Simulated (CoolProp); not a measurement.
Properties of ethylene along the isotherm 48.65 °C (Tc = 9.2 °C, pc = 5042 kPa, ω = 0.087).

Computed with CoolProp (reference Helmholtz-energy equation of state, Smukala 2000).

```tsv
p (kPa)	phase	density (kg/m³)	cp (kJ/(kg K))	expansivity (1/kK)
158	gas	1.668	1.622	3.178
315	gas	3.350	1.634	3.251
473	gas	5.067	1.647	3.327
630	gas	6.799	1.661	3.405
788	gas	8.568	1.675	3.487
945	gas	10.35	1.690	3.571
1100	gas	…	1.705	3.657
1260	gas	14.02	1.721	3.750
1420	gas	15.93	1.737	3.847
1580	gas	17.87	1.755	3.948
1730	gas	19.72	…	4.046
1890	gas	21.73	…	4.155
2050	gas	23.78	1.811	4.269
2210	gas	25.86	1.832	4.389
2360	gas	27.85	1.852	…
2520	gas	30.01	1.875	4.636
```

Problem. Fill in the missing entries.

Solution. 
- 1100, density (kg/m³): 12.14
- 1730, cp (kJ/(kg K)): 1.772
- 1890, cp (kJ/(kg K)): 1.791
- 2360, expansivity (1/kK): 4.506
